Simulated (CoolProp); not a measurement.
Decamethyltetrasiloxane (MD2M) at several states: Z from the reference equation and from simpler models built on Tc = 599.4 K, pc = 1.144 MPa, ω = 0.635; each cubic takes its own stable root.

The numbers come from the reference Helmholtz-energy equation of state, Thol 2017 in CoolProp.

```json
[
 {"T (K)": "461.2", "p (MPa)": "0.435", "phase": "liquid", "reference": "…", "van der Waals": "…", "Redlich-Kwong": "0.06440", "Soave-Redlich-Kwong": "…", "Peng-Robinson": "0.05137"},
 {"T (K)": "427.6", "p (MPa)": "0.0331", "phase": "gas", "reference": "0.9689", "van der Waals": "…", "Redlich-Kwong": "0.9742", "Soave-Redlich-Kwong": "0.9664", "Peng-Robinson": "0.9652"},
 {"T (K)": "511.3", "p (MPa)": "0.0212", "phase": "gas", "reference": "0.9894", "van der Waals": "0.9919", "Redlich-Kwong": "0.9900", "Soave-Redlich-Kwong": "0.9884", "Peng-Robinson": "0.9876"}
]
```

**Question.** Fill in the missing entries.

**Answer.** 
- 461.2, reference: 0.05206
- 461.2, van der Waals: 0.09218
- 461.2, Soave-Redlich-Kwong: 0.05810
- 427.6, van der Waals: 0.9807
